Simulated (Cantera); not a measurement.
An adiabatic, constant-pressure homogeneous reactor starts with H2 : O2 : N2 = 1 : 0.217 : 0.817 (molar parts), at 1723 K and 0.701 atm. Integrator tolerance rtol = 1e-08.

Computed with Cantera and the H2/O2 subset of GRI-Mech 3.0, which has no nitrogen chemistry.

Task: What does this change do: pressure from 0.701 atm to 2.37 atm?

Result: 
```json
[
 {"quantity": "time of steepest temperature rise", "before": "10.8 µs", "after": "3.27 µs"},
 {"quantity": "temperature at 8.00 s", "before": "2803 K", "after": "2899 K"},
 {"quantity": "equilibrium temperature", "before": "2803 K", "after": "2899 K"},
 {"quantity": "x(H2) at 8.00 s", "before": "0.283 (gas-phase equilibrium 0.283)", "after": "0.289 (gas-phase equilibrium 0.289)"},
 {"quantity": "x(O2) at 8.00 s", "before": "0.000409 (gas-phase equilibrium 0.000409)", "after": "0.000246 (gas-phase equilibrium 0.000246)"},
 {"quantity": "x(OH) at 8.00 s", "before": "0.0114 (gas-phase equilibrium 0.0114)", "after": "0.00939 (gas-phase equilibrium 0.00939)"},
 {"quantity": "x(HO2) at 8.00 s", "before": "3.62e-7 (gas-phase equilibrium 3.62e-7)", "after": "4.11e-7 (gas-phase equilibrium 4.11e-7)"},
 {"quantity": "x(H2O) at 8.00 s", "before": "0.217 (gas-phase equilibrium 0.217)", "after": "0.222 (gas-phase equilibrium 0.222)"},
 {"quantity": "x(O) at 8.00 s", "before": "0.00132 (gas-phase equilibrium 0.00132)", "after": "0.000806 (gas-phase equilibrium 0.000806)"}
]
```
The hydrogen kinetics of GRI-Mech 3.0 are dated; newer H2 mechanisms differ, most at raised pressure.
